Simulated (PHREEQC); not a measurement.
Acid mine or pickling water: speciation

A made-up water analysis in mmol/kgw, 25 °C, pH 3.26, pe 11.2: Na 0.951; K 0.725; Ca 5.92; Mg 1.51; Cl 0.541; S(6) 8.19; Br 0.0362; O(0) (counted as O atoms) 0.0325.

Valence states are taken as typed.

Computed with PHREEQC (ion-association model, phreeqc.dat).

Each row changes one thing in this solution. This is a speciation only: nothing precipitates in the calculation.

```csv
case,ionic strength (mol/kgw),SO4-2 (mol/kgw),Ca+2 (mol/kgw),CaSO4 (mol/kgw),Mg+2 (mol/kgw),MgSO4 (mol/kgw),SI of Gypsum (CaSO4:2H2O),SI of Halite (NaCl)
as made,0.0245,0.00601,0.00444,0.00147,0.00105,0.000464,-0.50,-8.00
all concentrations times 4 at the same typed pH,0.0827,0.0205,0.0149,0.00873,?,0.00268,+0.28,?
K from 0.725 to 0.362 mmol/kgw,0.0243,0.00601,0.00444,0.00148,?,0.000465,-0.50,-8.00
K from 0.725 to 1.45 mmol/kgw,0.0249,0.00600,0.00445,0.00146,0.00105,0.000461,-0.50,-8.00
```

Question: Some entries are withheld; supply them.

Answer: 
- all concentrations times 4 at the same typed pH, Mg+2 (mol/kgw): 0.00336
- all concentrations times 4 at the same typed pH, SI of Halite (NaCl): -6.88
- K from 0.725 to 0.362 mmol/kgw, Mg+2 (mol/kgw): 0.00104

Some of these states are supersaturated (in Gypsum, for instance).
